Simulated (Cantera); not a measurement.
Charge: 1 mol Si, 2 mol HCl, 2.8 mol H₂, at 1573 K and 35.0 Pa.

These are equilibrium values from Cantera (NASA tables, ideal gas, pure condensed phases), not measurements of a reactor. Candidate condensed phases: Si; 19 gas species. The tables' values for SiCl₃, SiCl are old estimates; treat these amounts as uncertain. Rates play no part.

Task: What is the equilibrium state?

Result: 
| Item | Value |
|---|---|
| x(H₂) | 0.709 |
| x(HCl) | 0.162 |
| x(SiCl₂) | 0.126 |
| x(H) | 0.00183 |
| x(SiCl₃) | 0.000721 |
| x(Cl) | 0.000333 |
| x(SiCl) | 0.000228 |
| x(Si) | 0.000157 |
| x(SiCl₄) | 1.09e-5 |
| n(Si(s)) | 0.391 mol |
| gas amount | 4.805 mol |
